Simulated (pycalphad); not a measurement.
All values are pycalphad results on the COST 507 light-alloy database (1999) (1 atm), not direct measurements. The data set is of 1999 and partly superseded. Diffusion is slow at the low end, where real alloys seldom reach equilibrium.

Q: How does the equilibrium phase assembly of Si-0.36C (at.%) change on cooling from 2327 °C to 227 °C?

A: 
```csv
T (°C),phases above,phases below
2012.1,liquid,CSI + liquid
1413.8,CSI + liquid,CSI + diamond (Si)
```
Changes were sought between steps of 75 K, so a narrower field can be missed.

Database names, with the compositions (at.%) that they take in these runs: CSI: Si 50 C 50.
